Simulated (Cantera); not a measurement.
A closed system holds: 1 mol PbO, 2.2 mol H2, held at 0.133 bar.

These are equilibrium values from Cantera (NASA tables, ideal gas, pure condensed phases), not measurements of a reactor. Candidate condensed phases: H2O, Pb, PbO, PbO2, Pb3O4; 12 gas species. Kinetics and transport are ignored.

log p: log10 of the partial pressure in bar; n: condensed amount in mol.

| T (K) | log p H2 | log p H2O | log p Pb | log p PbO | log p H | log p Pb2 | n Pb(l) |
|---|---|---|---|---|---|---|---|
| 773 | -1.14 | -1.22 | -7.64 | <-12 | -12.61 | <-12 | 1.00 |
| 873 | -1.14 | -1.22 | -6.20 | ? | -10.90 | -12.65 | 1.000 |
| 973 | -1.14 | -1.22 | -5.06 | ? | -9.54 | -10.74 | 1.000 |
| 1073 | -1.14 | -1.22 | -4.14 | ? | -8.42 | -9.20 | 0.999 |
| 1173 | -1.14 | -1.22 | -3.37 | ? | -7.50 | -7.93 | 0.993 |
| 1273 | -1.14 | -1.22 | -2.74 | ? | -6.72 | -6.86 | 0.969 |
| 1373 | -1.16 | -1.24 | -2.19 | ? | -6.06 | -5.96 | 0.889 |
| 1473 | -1.20 | -1.28 | -1.73 | ? | -5.50 | -5.18 | 0.638 |
| 1573 | -1.30 | -1.38 | -1.38 | ? | -5.04 | -4.63 | 0 |
| 1673 | -1.30 | -1.38 | -1.38 | ? | -4.59 | -4.75 | 0 |

Some entries are withheld; supply them.


- 873, log p PbO: -12.76
- 973, log p PbO: -10.87
- 1073, log p PbO: -9.34
- 1173, log p PbO: -8.07
- 1273, log p PbO: -7.00
- 1373, log p PbO: -6.09
- 1473, log p PbO: -5.30
- 1573, log p PbO: -4.68
- 1673, log p PbO: -4.43
